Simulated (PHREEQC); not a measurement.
A solution holds 11 mmol/kgw HF, 41 mmol/kgw NH4F and 0.83 mmol/kgw H4SiO4, at 20 °C. Closed to the air; pH follows from the charge balance.

Equilibrium calculation in PHREEQC: ion-association model, wateq4f.dat.

The pH is 3.83 and the ionic strength is 0.0420 mol/kgw. The total alkalinity is -11.0 meq/kg.

```json
[
 {"species": "NH4+", "molality": "0.0410", "activity": "0.0341", "log γ": "-0.080"},
 {"species": "F-", "molality": "0.0386", "activity": "0.0318", "log γ": "-0.084"},
 {"species": "HF", "molality": "0.00635", "activity": "0.00641", "log γ": "0.004"},
 {"species": "HF2-", "molality": "0.000910", "activity": "0.000750", "log γ": "-0.084"},
 {"species": "SiF6-2", "molality": "0.000830", "activity": "0.000406", "log γ": "-0.310"},
 {"species": "H+", "molality": "0.000170", "activity": "0.000147", "log γ": "-0.065"},
 {"species": "H2F2", "molality": "0.000127", "activity": "0.000128", "log γ": "0.004"},
 {"species": "NH3", "molality": "9.25e-8", "activity": "9.25e-8", "log γ": "0.000"}
]
```

Precipitation was switched off in this run. SiF6-2 is the database's only silicon fluoride.
